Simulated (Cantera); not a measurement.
## Thermodynamics of silicon nitride deposition, feed SiHCl3 + NH3 + H2 + N2

Input: 1 mol SiHCl3, 4.3 mol NH3, 5.4 mol H2, 0.22 mol N2, at 1975 K.

These are equilibrium values from Cantera (NASA tables, ideal gas, pure condensed phases), not measurements of a reactor. Candidate condensed phases: NH4Cl, Si, Si3N4; 28 gas species. The tables' values for SiCl, SiCl3, SiN are old estimates; treat these amounts as uncertain. Gases not in the tables: Si2H6 and higher silanes. Equilibrium is a limit: real reactors are often held back by kinetics, nucleation or transport.

```tsv
P (Pa)	log p H2	log p N2	log p H	log p HCl	log p Si	log p SiCl2	log p Cl	n Si(l)	n Si3N4(s)
5	-4.58	-5.20	-5.15	-5.21	-5.64	-6.59	-5.91	0	0
26	-3.80	-4.45	-4.76	-4.50	-5.03	-5.34	-5.59	0	0
140	-3.03	-3.71	-4.38	-3.84	-4.54	-4.32	-5.32	0	0
710	-2.31	-2.99	-4.02	-3.13	-4.49	-3.57	-4.97	0.264	0
3700	-1.59	-2.27	-3.66	-2.41	-4.49	-2.85	-4.61	0.337	0
19000	-0.87	-1.56	-3.30	-1.70	-4.49	-2.13	-4.25	0.353	0
100000	-0.14	-0.88	-2.94	-0.96	-4.52	-1.43	-3.88	0	0.125
```
log p: log10 of the partial pressure in bar; n: condensed amount in mol.

From 5.00 Pa to 1.40 mbar nothing is condensed. From 7.10 mbar to 0.190 bar the condensed part is Si(l). At 1.00 bar the condensed part is Si3N4(s). The main Si-bearing gas is Si at 5.00 Pa and SiCl2 at 1.00 bar.
